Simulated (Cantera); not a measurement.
Charge: 1 mol Fe2O3, 0.78 mol H2, 0.19 mol H2O, equilibrated at 4.40 bar.

Equilibrium computed with Cantera from the NASA thermochemical tables; the gas is ideal and each condensed phase is pure. Candidate condensed phases: Fe, FeO, Fe(OH)2, Fe(OH)3, Fe2O3, Fe3O4, H2O; 12 gas species. Mutual solubility and eutectic melting of coexisting phases are not modelled. The tables' stoichiometric FeO is somewhat more stable than real wüstite, so its field is too wide. FeO: taken at fixed stoichiometry. Equilibrium is a limit: real reactors are often held back by kinetics, nucleation or transport. All values below are at 1073 K.

Base state: H2O 0.943, H2 0.0569 (mole fractions); condensed: FeO(s) + Fe3O4(s).

Task: What changes in the equilibrium state with this change: Fe2O3 replaced by Cu2O?

Result: 
```tsv
species	before	after
H2O	0.943	1.000
H2	0.0569	1.65e-5
FeO(s), mol	1.17	0
Fe3O4(s), mol	0.275	0
Cu(s), mol	0	1.56
Cu2O(s), mol	0	0.220
```
Further candidate phases: Cu, CuO, Cu(OH)2, Cu2O.
